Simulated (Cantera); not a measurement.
A perfectly stirred reactor is fed with H2 : O2 : N2 = 1 : 0.357 : 4.1 (molar parts), equivalence ratio 1.4, at 101000 Pa; it is adiabatic with a 550 K inlet, and is followed from long to short residence time, starting on the burning branch (τ in s: 0.46, 0.17, 0.061, 0.022, 0.0081, 0.003, 0.0011, 0.0004, 0.00014, 5.3e-05, 1.9e-05).

Detailed kinetics in Cantera: the H2/O2 subset of GRI-Mech 3.0, which has no nitrogen chemistry.

x: mole fraction; the columns are a selection and need not sum to one.

| τ (s) | T (K) | x H2 | x O2 | x H2O2 | x H | x HO2 | x O | x H2O |
|---|---|---|---|---|---|---|---|---|
| 0.46 | 1551 | 0.0557 | 2.68e-5 | 4.57e-9 | 0.000945 | 1.71e-8 | 1.29e-6 | 0.140 |
| 0.17 | 1547 | 0.0554 | 4.63e-5 | 1.04e-8 | 0.00154 | 3.03e-8 | 3.43e-6 | 0.140 |
| 0.061 | 1540 | 0.0550 | 8.35e-5 | 2.32e-8 | 0.00253 | 5.61e-8 | 9.28e-6 | 0.139 |
| 0.022 | 1528 | 0.0544 | 0.000156 | 4.86e-8 | 0.00412 | 1.07e-7 | 2.46e-5 | 0.139 |
| 0.0081 | 1509 | 0.0535 | 0.000299 | 9.49e-8 | 0.00654 | 2.10e-7 | 6.20e-5 | 0.138 |
| 0.0030 | 1479 | 0.0524 | [?] | [?] | [?] | [?] | [?] | 0.137 |
| 0.0011 | 1434 | 0.0513 | [?] | [?] | [?] | [?] | [?] | 0.135 |
| 0.00040 | 1365 | 0.0514 | 0.00282 | 4.60e-7 | 0.0215 | 2.29e-6 | 0.000685 | 0.130 |
| 0.00014 | 1260 | 0.0586 | 0.00751 | 6.38e-7 | 0.0260 | 6.89e-6 | 0.00120 | 0.120 |
| 5.3e-5 | 550 | 0.183 | 0.0654 | <1e-12 | <1e-12 | <1e-12 | <1e-12 | <1e-12 |
| 1.9e-5 | 550 | 0.183 | 0.0654 | <1e-12 | <1e-12 | <1e-12 | <1e-12 | <1e-12 |

Question: Complete the blanks.

Answer: 
- 0.0030, x O2: 0.000598
- 0.0030, x H2O2: 1.74e-7
- 0.0030, x H: 0.0101
- 0.0030, x HO2: 4.31e-7
- 0.0030, x O: 0.000149
- 0.0011, x O2: 0.00126
- 0.0011, x H2O2: 2.98e-7
- 0.0011, x H: 0.0152
- 0.0011, x HO2: 9.48e-7
- 0.0011, x O: 0.000335
